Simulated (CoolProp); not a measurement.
Values from CoolProp's reference Helmholtz-energy equation of state, McLinden 2015.

Question: For the fluoroketone C6F12O (FK-5-1-12), give the phase and the cv (kJ/(kg K)), speed of sound (m/s), Joule-Thomson coefficient (K/MPa), isothermal compressibility (1/MPa) at 22.15 °C and 3.76 bar; 61.05 °C and 3.76 bar.

Answer: 
- 22.15 °C and 3.76 bar: liquid; cv 0.885, speed of sound 515, Joule-Thomson coefficient -0.256, isothermal compressibility 0.00290
- 61.05 °C and 3.76 bar: liquid; cv 0.911, speed of sound 395, Joule-Thomson coefficient -0.136, isothermal compressibility 0.00537
